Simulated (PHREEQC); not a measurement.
Make-up at 44 °C: 150 mmol/kgw FeCl3, 1.5 mmol/kgw CuCl2 and 0.34 mmol/kgw HCl. Closed to the air; pH follows from the charge balance.

Computed with PHREEQC (ion-association model, wateq4f.dat).

pH: 1.76
ionic strength: 0.538 mol/kgw
activity of water: 0.992
total alkalinity: -300 meq/kg

```
species     molality  activity   log γ
----------  --------  --------  ------
Cl-            0.332     0.209  -0.201
FeCl+2        0.0930    0.0186  -0.699
H+            0.0232    0.0175  -0.121
Fe+3          0.0207   0.00167  -1.093
FeCl2+        0.0135   0.00985  -0.138
FeOH+2       0.00874   0.00175  -0.699
Fe2(OH)2+4   0.00639   3.92e-5  -2.212
Cu+2        0.000977  0.000229  -0.630
CuCl+       0.000485  0.000309  -0.196
Fe3(OH)4+5  0.000290   1.02e-7  -3.456
FeCl3       0.000182  0.000206   0.054
```

No solid was allowed to form. The solution is supersaturated, for example in Hematite (slow to form), Goethite (slow to form), so a real one may precipitate; this is no full list. Away from 25 °C the constants follow the database's enthalpies or fits; those with neither stay at their 25 °C values.
